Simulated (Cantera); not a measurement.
A closed system holds: 1 mol B2O3, 0.34 mol O2, 42 mol N2, 0.88 mol NH3, at 75.0 Torr.

Cantera equilibrium calculation (NASA polynomials, part measured and part estimated; ideal gas, pure solids and liquids). Candidate condensed phases: B, BN, B2O3, B3O3H3, H2O; 39 gas species. Gases not in the tables: H3BO3. Equilibrium is a limit: real reactors are often held back by kinetics, nucleation or transport.

Which condensed phases are stable at each of these points (T (K)): 1275, 1350, 1425, 1500, 1575, 1650, 1725, 1800, 1875?


```
T (K)  condensed phases  B condensed (%)
-----  ----------------  ---------------
1275            B2O3(l)             98.0
1350            B2O3(l)             95.4
1425            B2O3(l)             90.2
1500            B2O3(l)             81.0
1575            B2O3(l)             66.2
1650            B2O3(l)             41.7
1725           gas only              0.0
1800           gas only              0.0
1875           gas only              0.0
```

From 1275 K to 1650 K the condensed part is B2O3(l). From 1725 K to 1875 K nothing is condensed.
